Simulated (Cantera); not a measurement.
A perfectly stirred reactor is fed with 11.9 % H₂, 7.33 % O₂, 80.7 % N₂, 0.131 % NO, at 1.01 bar; it is adiabatic with a 700 K inlet, and is followed from long to short residence time, starting on the burning branch (τ in s: 0.024, 0.01, 0.0044, 0.0019, 0.00083, 0.00036, 0.00015, 6.7e-05, 2.9e-05, 1.2e-05, 5.4e-06).

Computed with Cantera and GRI-Mech 3.0 (53 species, 325 reactions). The mechanism lacks 2 NO + O2 → 2 NO2 and HONO, so NO2 and the effect of NO are under-described below about 1400 K.

Task: Predict: blow-out, bracketed by the residence times tried; x(H₂) at τ = 24.0 ms; x(O₂) at τ = 24.0 ms; x(NO) at τ = 24.0 ms; x(H) at τ = 24.0 ms; x(OH) at τ = 24.0 ms; x(H₂) at τ = 0.360 ms; x(O₂) at τ = 0.360 ms; x(NO) at τ = 0.360 ms; x(H) at τ = 0.360 ms; x(OH) at τ = 0.360 ms.

Result: 
| Item | Result |
|---|---|
| blow-out, bracketed by the residence times tried | burning at 67.0 µs, out at 29.0 µs |
| x(H₂) at τ = 24.0 ms | 0.00119 |
| x(O₂) at τ = 24.0 ms | 0.0150 |
| x(NO) at τ = 24.0 ms | 0.00137 |
| x(H) at τ = 24.0 ms | 0.000277 |
| x(OH) at τ = 24.0 ms | 0.00117 |
| x(H₂) at τ = 0.360 ms | 0.0108 |
| x(O₂) at τ = 0.360 ms | 0.0202 |
| x(NO) at τ = 0.360 ms | 0.00137 |
| x(H) at τ = 0.360 ms | 0.00832 |
| x(OH) at τ = 0.360 ms | 0.00253 |
